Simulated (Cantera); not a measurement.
Input (Python, Cantera):

```python
import numpy as np
import cantera as ct

gas = ct.Solution("gri30.yaml")
gas.TPX = 1223, 2666, {'N2O': 1, 'H2O': 0.023}
inlet = ct.Reservoir(gas, clone=True)

reactor = ct.IdealGasConstPressureReactor(gas, energy="off", clone=False)
exhaust = ct.Reservoir(gas, clone=True)
tau = [13, 3.1, 0.77, 0.19, 0.048, 0.012, 0.0029, 0.00073][0]
for a, b in ((inlet, reactor), (reactor, exhaust)):
    ct.MassFlowController(a, b, mdot=lambda t: reactor.mass / tau)
net = ct.ReactorNet([reactor])
show = ['N2O', 'H2O', 'HO2', 'NO2', 'H', 'NO', 'H2O2']

rows = []
print(f"{'tau/s':>10s}{'T/K':>9s}" + "".join(f"{s:>11s}" for s in show))
for tau in [13, 3.1, 0.77, 0.19, 0.048, 0.012, 0.0029, 0.00073]:
    net.initial_time = 0.0
    net.advance(30 * tau)
    before = gas.X
    net.advance(40 * tau)
    drift = np.max(np.abs(gas.X - before) / (gas.X + 1e-9))
    rows.append([gas.T, *gas[show].X, drift])
    print(f"{tau:10.3e}{gas.T:9.1f}" + "".join(f"{x:11.3e}" for x in gas[show].X))
```

Result:

```
     tau/s      T/K        N2O        H2O        HO2        NO2          H         NO       H2O2
 1.300e+01   1223.0  6.362e-01  1.990e-02  1.735e-07  3.884e-04  3.313e-09  2.216e-02  8.852e-10
 3.100e+00   1223.0  8.655e-01  2.163e-02  6.194e-07  4.326e-04  2.820e-09  7.111e-03  2.241e-09
 7.700e-01   1223.0  9.468e-01  2.224e-02  1.577e-06  2.699e-04  2.682e-09  1.872e-03  9.431e-09
 1.900e-01   1223.0  9.697e-01  2.242e-02  2.933e-06  8.800e-05  2.446e-09  4.744e-04  3.028e-08
 4.800e-02   1223.0  9.755e-01  2.246e-02  3.845e-06  1.337e-05  1.872e-09  1.314e-04  5.008e-08
 1.200e-02   1223.0  9.770e-01  2.248e-02  2.265e-06  6.189e-07  9.897e-10  3.534e-05  1.517e-08
 2.900e-03   1223.0  9.774e-01  2.248e-02  3.290e-07  5.295e-09  2.883e-10  8.277e-06  2.821e-10
 7.300e-04   1223.0  9.775e-01  2.248e-02  2.211e-08  1.993e-11  5.341e-11  1.743e-06  3.187e-12
```

Detailed kinetics in Cantera: GRI-Mech 3.0 (53 species, 325 reactions). GRI-Mech 3.0 was tuned for natural gas; its chemistry of N2O as a main component is partial and can be far from experiment. Radical loss at walls, strong at low pressure, is not modelled. The mechanism lacks the step 2 NO + O2 → 2 NO2, which can matter for NO2 below about 1400 K. The temperature is held fixed by assumption; the heat of reaction is taken as removed at once.
